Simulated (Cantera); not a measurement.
## Silicon epitaxy and polysilicon growth: SiCl₄ + HCl + H₂

Input: 1 mol SiCl₄, 1.3 mol HCl, 100 mol H₂, equilibrated at 1402 °C and 0.800 bar.

These are equilibrium values from Cantera (NASA tables, ideal gas, pure condensed phases), not measurements of a reactor. Candidate condensed phases: Si; 19 gas species. The tables' values for SiCl₃ are old estimates; treat these amounts as uncertain. Gases not in the tables: Si₂H₆ and higher silanes. Equilibrium is a limit: real reactors are often held back by kinetics, nucleation or transport.

```json
{
 "x(H₂)": "0.955",
 "x(HCl)": "0.0390",
 "x(SiCl₂)": "0.00574",
 "x(SiCl₃)": "0.000187",
 "x(H)": "0.000127",
 "x(SiHCl₃)": "5.58e-5",
 "x(SiH₂Cl₂)": "4.26e-5",
 "x(SiCl₄)": "1.26e-5",
 "x(SiH₂)": "1.07e-5",
 "n(Si(s))": "0.374 mol",
 "gas_amount": "103.3 mol"
}
```
